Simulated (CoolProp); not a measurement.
The numbers come from the reference Helmholtz-energy equation of state, Lemmon 2013 in CoolProp.

For propylene, give the phase and the density (kg/m³), conductivity (mW/(m K)) at 398.4 K and 4.14 MPa; 398.4 K and 9.32 MPa.


- 398.4 K and 4.14 MPa: gas; density 72.6, conductivity 37.9
- 398.4 K and 9.32 MPa: supercritical; density 306, conductivity 73.8

Thermal conductivity comes from a separate model (Huber 2003), an estimate that may be off by 10 % or more.
